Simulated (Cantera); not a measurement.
A closed system holds: 1 mol Si2Cl6, 0.21 mol NH3, 2.4 mol H2, at 850 K and 0.00330 bar.

Method: chemical equilibrium by Gibbs-energy minimisation in Cantera with the NASA 1993 tables (ideal gas, pure condensed phases). Candidate condensed phases: NH4Cl, Si, Si3N4; 28 gas species. The feed counts by its element totals alone. The tables' values for SiCl3 are old estimates; treat these amounts as uncertain. Equilibrium is a limit: real reactors are often held back by kinetics, nucleation or transport.

Base state: H2 0.626, SiCl4 0.332, SiHCl3 0.0287, HCl 0.0120, SiCl3 0.00113, SiCl2 0.000274, SiH2Cl2 0.000219 (mole fractions); condensed: Si(s) + Si3N4(s).

Question: What changes in the equilibrium state with this change: pressure from 0.00330 bar to 9.50e-5 bar?

Answer: 
```
species          before    after
-------------  --------  -------
H2                0.626    0.620
SiCl4             0.332    0.335
HCl              0.0120   0.0291
SiHCl3           0.0287   0.0119
SiH2Cl2        0.000219  3.69e-5
SiCl2          0.000274  0.00162
Si(s), mol        0.323    0.354
Si3N4(s), mol    0.0525   0.0525
```

Question: What changes in the equilibrium state with this change: Si2Cl6 replaced by SiH2Cl2?

Answer: 
```tsv
species	before	after
H2	0.626	0.869
SiCl4	0.332	0.105
SiHCl3	0.0287	0.0143
HCl	0.0120	0.0106
SiCl3	0.00113	0.000477
SiCl2	0.000274	0.000154
SiH2Cl2	0.000219	0.000171
Si(s), mol	0.323	0.337
Si3N4(s), mol	0.0525	0.0525
```
